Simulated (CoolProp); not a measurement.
n-heptane along the isobar 4020 kPa: density (kg/m³) from the reference equation and from simpler models built on Tc = 268.1 °C, pc = 2774 kPa, ω = 0.349; each cubic takes its own stable root.

Model: reference Helmholtz-energy equation of state, Span 2003, in CoolProp. It is a short technical equation, of lower accuracy than the large ones.

```tsv
T (°C)	phase	reference	van der Waals	Redlich-Kwong	Peng-Robinson
113.55	liquid	607.0	365.3	519.4	614.3
121.75	liquid	599.3	361.4	512.0	606.2
129.95	liquid	591.5	357.4	504.4	597.8
138.15	liquid	583.5	353.3	496.5	589.1
146.35	liquid	575.2	349.1	488.4	579.9
154.55	liquid	566.8	344.8	480.1	570.3
162.75	liquid	558.1	340.3	471.5	560.2
170.95	liquid	549.1	335.7	462.6	549.6
179.15	liquid	539.8	331.0	453.4	538.5
187.35	liquid	530.1	326.1	443.8	526.8
195.55	liquid	520.0	321.0	433.8	514.3
```
